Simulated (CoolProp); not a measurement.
Model: reference Helmholtz-energy equation of state, Fiedler 2023, in CoolProp.

Task: For tetrahydrofuran, give the phase and the Z, cp (kJ/(kg K)), cv (kJ/(kg K)), speed of sound (m/s) at 293.7 K and 0.0485 MPa; 232.6 K and 2.2 MPa.

Result: 
- 293.7 K and 0.0485 MPa: liquid; Z 0.00161, cp 1.71, cv 1.18, speed of sound 1300
- 232.6 K and 2.2 MPa: liquid; Z 0.0860, cp 1.53, cv 1.04, speed of sound 1610
